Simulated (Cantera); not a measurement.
Thermodynamics of boron, boron nitride and boron oxide, feed B + H2O + N2

Input: 1 mol B, 4.4 mol H2O, 0.14 mol N2, held at 0.133 bar.

Method: chemical equilibrium by Gibbs-energy minimisation in Cantera with the NASA 1993 tables (ideal gas, pure condensed phases). Candidate condensed phases: B, BN, B2O3, B3O3H3, H2O; 39 gas species. Gases not in the tables: H3BO3. Kinetics and transport are ignored.

From 1050 K to 1650 K the condensed part is B2O3(l). From 1750 K to 2350 K nothing is condensed.

```
T (K)  x H2O   x H2    x HBO2    x N2       x H    x B2O3  n B2O3(l)
-----  -----  -----  --------  ------  --------  --------  ---------
1050   0.634  0.331  0.000155  0.0309   1.28e-8  2.45e-10      0.472
1150   0.635  0.331  0.000861  0.0309   1.18e-7   1.25e-8      0.480
1250   0.634  0.330   0.00359  0.0308   7.61e-7   3.31e-7      0.480
1350   0.628  0.329    0.0119  0.0307   3.74e-6   5.27e-6      0.464
1450   0.611  0.325    0.0328  0.0303   1.48e-5   5.64e-5      0.418
1550   0.574  0.318    0.0772  0.0296   4.86e-5  0.000437      0.311
1650   0.508  0.303     0.157  0.0283  0.000137   0.00261     0.0956
1750   0.481  0.297     0.188  0.0278  0.000347   0.00490          0
1850   0.482  0.297     0.186  0.0278  0.000804   0.00582          0
1950   0.483  0.296     0.184  0.0277   0.00171   0.00675          0
2050   0.483  0.295     0.181  0.0277   0.00337   0.00769          0
2150   0.483  0.293     0.179  0.0277   0.00625   0.00860          0
2250   0.481  0.290     0.175  0.0275    0.0110   0.00946          0
2350   0.477  0.287     0.170  0.0273    0.0183    0.0102          0
```
x: gas mole fraction; n: condensed amount in mol.
